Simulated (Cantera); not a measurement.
**Low-pressure radical oxidation in H2/O2**

An isothermal, constant-pressure homogeneous reactor starts with H2 : O2 : N2 = 0.0052 : 1 : 0.11 (molar parts), equivalence ratio 0.0026, at 925 K and 20.0 Torr.

Cantera simulation using the H2/O2 subset of GRI-Mech 3.0, which has no nitrogen chemistry; the numbers are that mechanism's predictions, not measurements. Radical loss at walls, strong at low pressure, is not modelled. Below about 950 K walls govern HO2 and H2O2 in real vessels.

```json
[
 {"t (s)": "2.00e-5", "x H2": "0.00466", "x O2": "0.897", "x OH": "<1e-12", "x H": "<1e-12", "x O": "<1e-12", "x H2O2": "<1e-12", "x HO2": "<1e-12"},
 {"t (s)": "5.73e-5", "x H2": "0.00466", "x O2": "0.897", "x OH": "<1e-12", "x H": "<1e-12", "x O": "<1e-12", "x H2O2": "<1e-12", "x HO2": "<1e-12"},
 {"t (s)": "0.000164", "x H2": "0.00466", "x O2": "0.897", "x OH": "<1e-12", "x H": "<1e-12", "x O": "<1e-12", "x H2O2": "<1e-12", "x HO2": "1.48e-12"},
 {"t (s)": "0.000470", "x H2": "0.00466", "x O2": "0.897", "x OH": "2.74e-12", "x H": "1.45e-12", "x O": "3.34e-12", "x H2O2": "<1e-12", "x HO2": "4.35e-12"},
 {"t (s)": "0.00135", "x H2": "0.00466", "x O2": "0.897", "x OH": "1.12e-11", "x H": "3.33e-12", "x O": "1.77e-11", "x H2O2": "<1e-12", "x HO2": "1.31e-11"},
 {"t (s)": "0.00385", "x H2": "0.00466", "x O2": "0.897", "x OH": "8.27e-11", "x H": "1.96e-11", "x O": "1.67e-10", "x H2O2": "<1e-12", "x HO2": "4.66e-11"},
 {"t (s)": "0.0110", "x H2": "0.00466", "x O2": "0.897", "x OH": "8.99e-9", "x H": "2.06e-9", "x O": "1.91e-8", "x H2O2": "<1e-12", "x HO2": "1.64e-9"},
 {"t (s)": "0.0316", "x H2": "0.00230", "x O2": "0.895", "x OH": "0.000347", "x H": "0.000232", "x O": "0.00108", "x H2O2": "2.08e-7", "x HO2": "6.83e-6"},
 {"t (s)": "0.0906", "x H2": "4.71e-5", "x O2": "0.896", "x OH": "4.59e-5", "x H": "6.45e-6", "x O": "0.000266", "x H2O2": "3.19e-8", "x HO2": "1.41e-6"},
 {"t (s)": "0.259", "x H2": "5.83e-6", "x O2": "0.896", "x OH": "1.44e-5", "x H": "3.78e-7", "x O": "5.01e-5", "x H2O2": "1.36e-8", "x HO2": "4.28e-7"},
 {"t (s)": "0.743", "x H2": "9.57e-7", "x O2": "0.896", "x OH": "5.68e-6", "x H": "2.45e-8", "x O": "8.25e-6", "x H2O2": "7.90e-9", "x HO2": "1.33e-7"},
 {"t (s)": "2.13", "x H2": "1.56e-7", "x O2": "0.896", "x OH": "2.32e-6", "x H": "1.58e-9", "x O": "1.30e-6", "x H2O2": "3.62e-9", "x HO2": "3.37e-8"},
 {"t (s)": "6.10", "x H2": "2.01e-8", "x O2": "0.896", "x OH": "1.01e-6", "x H": "1.23e-10", "x O": "2.35e-7", "x H2O2": "1.21e-9", "x HO2": "7.79e-9"},
 {"t (s)": "17.5", "x H2": "1.62e-9", "x O2": "0.896", "x OH": "4.76e-7", "x H": "1.29e-11", "x O": "5.22e-8", "x H2O2": "3.51e-10", "x HO2": "1.91e-9"},
 {"t (s)": "50.0", "x H2": "9.20e-11", "x O2": "0.896", "x OH": "2.44e-7", "x H": "1.74e-12", "x O": "1.38e-8", "x H2O2": "1.06e-10", "x HO2": "5.31e-10"}
]
```
x: mole fraction; the columns are a selection and need not sum to one.

Equilibrium at this temperature and pressure: H2 <1e-12, O2 0.896, OH 1.82e-8, H <1e-12, O 7.82e-11, H2O2 <1e-12, HO2 6.61e-11 (gas phase only).
